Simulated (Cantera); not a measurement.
Feed: 1 mol SiF4, 0.64 mol NH3, 1.1 mol H2, 0.24 mol N2, held at 12.0 mbar.

Equilibrium computed with Cantera from the NASA thermochemical tables; the gas is ideal and each condensed phase is pure. Candidate condensed phases: Si, Si3N4; 37 gas species. Equilibrium is a limit: real reactors are often held back by kinetics, nucleation or transport.

Q: Which condensed phases are stable at each of these points (T (°C)): 675, 725, 775, 825, 875, 925, 975, 1025, 1075, 1125?

A: 
| T (°C) | condensed phases | Si condensed (%) |
|---|---|---|
| 675 | Si3N4(s) | 0.0 |
| 725 | Si3N4(s) | 0.0 |
| 775 | Si3N4(s) | 0.0 |
| 825 | Si3N4(s) | 0.0 |
| 875 | Si3N4(s) | 0.0 |
| 925 | gas only | 0.0 |
| 975 | gas only | 0.0 |
| 1025 | gas only | 0.0 |
| 1075 | gas only | 0.0 |
| 1125 | gas only | 0.0 |

From 675 °C to 875 °C the condensed part is Si3N4(s). From 925 °C to 1125 °C nothing is condensed.
